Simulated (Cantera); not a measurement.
Input (Python, Cantera) and output of one run.

```python
import numpy as np
import cantera as ct

gas_names = """
    N NO NO2 NO3 N2 N2O O O2 O3 Pb PbO Pb2
""".split()
cond_names = """
    Pb(cr) Pb(L) PbO(rd) PbO(yw) PbO(L) PbO2(s) Pb3O4(s)
""".split()


def load(file, names, dense=False):
    # The tables refer to 1 bar. Condensed volumes are neglected.
    table = {s.name: s for s in ct.Species.list_from_file(file)}
    out = []
    for n in names:
        d = dict(table[n].input_data)
        d["thermo"] = dict(d["thermo"], **{"reference-pressure": 1e5})
        if dense:
            d["equation-of-state"] = {"model": "constant-volume", "density": "1e6 g/cm^3"}
        out.append(ct.Species.from_dict(d))
    return out


gas = ct.Solution(thermo="ideal-gas", species=load("nasa_gas.yaml", gas_names))
cond = {s.name: ct.Solution(thermo="fixed-stoichiometry", species=[s], name=s.name)
        for s in load("nasa_condensed.yaml", cond_names, dense=True)}
atoms = {
    'Pb': {'Pb': 1},
    'O2': {'O': 2},
    'N2': {'N': 2},
}
top_T = {'Pb3O4(s)': 820}  # K; cautious upper limits of use, not melting points


def equilibrate(T, P, feed):
    n = {}
    for name, mol in feed.items():
        for a, k in atoms[name].items():
            n[a] = n.get(a, 0.0) + k * mol
    gas.TPX = T, P, n
    mass = sum(n.values()) * gas.mean_molecular_weight
    gas.equilibrate("TP")
    valid = [c for c in cond.values() if c.min_temp <= T <= top_T.get(c.name, c.max_temp)]
    mix = ct.Mixture([(gas, mass / gas.mean_molecular_weight)] + [(c, 0.0) for c in valid])
    mix.T, mix.P = T, P
    mix.equilibrate("TP", solver="vcs", rtol=1e-11, max_steps=5000)
    return mix


results = []
feed = {'Pb': 1, 'O2': 0.021, 'N2': 0.59}  # mol
P = 75000  # Pa
for T in [575, 675, 775, 875, 975, 1075, 1175, 1275, 1375, 1475, 1575]:
    mix = equilibrate(T, P, feed)
    results.append((T, P, feed, dict(zip(mix.species_names, mix.species_moles))))

top = {s: max(r[3][s] / sum(r[3][g] for g in gas_names) for r in results) for s in gas_names}
cols = sorted((s for s in top if top[s] > 1e-06), key=lambda s: -top[s])[:8]
seen = [c for c in cond_names if any(r[3].get(c, 0) > 1e-12 for r in results)]
print("log10 of partial pressures in bar; condensed amounts in mol")
print(f"{'T/K':>10s}" + "".join(f"{s[:9]:>10s}" for s in cols + seen))
for T, P, feed, n in results:
    ng = sum(n[g] for g in gas_names)
    print(f"{T:10.4g}" + "".join(f"{np.log10(max(n[s] / ng * P / 1e5, 1e-99)):10.3f}" for s in cols)
          + "".join(f"{n.get(c, 0):10.4g}" for c in seen))
```

Result:

```
log10 of partial pressures in bar; condensed amounts in mol
       T/K        N2        Pb       PbO       Pb2        O2        NO    Pb(cr)     Pb(L)   PbO(rd)   PbO(yw)    PbO(L)
       575    -0.125   -12.018   -17.386   -22.454   -29.431   -22.420     0.958         0     0.042         0         0
       675    -0.125    -9.471   -13.562   -18.153   -23.504   -18.227         0     0.958     0.042         0         0
       775    -0.125    -7.604   -10.746   -15.012   -19.098   -15.111         0     0.958         0     0.042         0
       875    -0.125    -6.171    -8.589   -12.606   -15.715   -12.716         0     0.958         0     0.042         0
       975    -0.125    -5.038    -6.887   -10.706   -13.037   -10.818         0     0.958         0     0.042         0
      1075    -0.125    -4.120    -5.511    -9.170   -10.868    -9.278         0    0.9579         0     0.042         0
      1175    -0.125    -3.361    -4.395    -7.903    -9.110    -8.020         0    0.9577         0         0   0.04197
      1275    -0.126    -2.724    -3.538    -6.841    -7.790    -7.042         0    0.9565         0         0   0.04177
      1375    -0.130    -2.183    -2.814    -5.940    -6.674    -6.213         0    0.9528         0         0   0.04078
      1475    -0.140    -1.716    -2.195    -5.165    -5.718    -5.505         0    0.9423         0         0    0.0368
      1575    -0.168    -1.311    -1.661    -4.492    -4.892    -4.900         0    0.9155         0         0   0.02301
```

These are equilibrium values from Cantera (NASA tables, ideal gas, pure condensed phases), not measurements of a reactor. Each liquid is taken as pure. Mutual solubility and eutectic melting of coexisting phases are not modelled. Gases not in the tables: (PbO)n polymers.
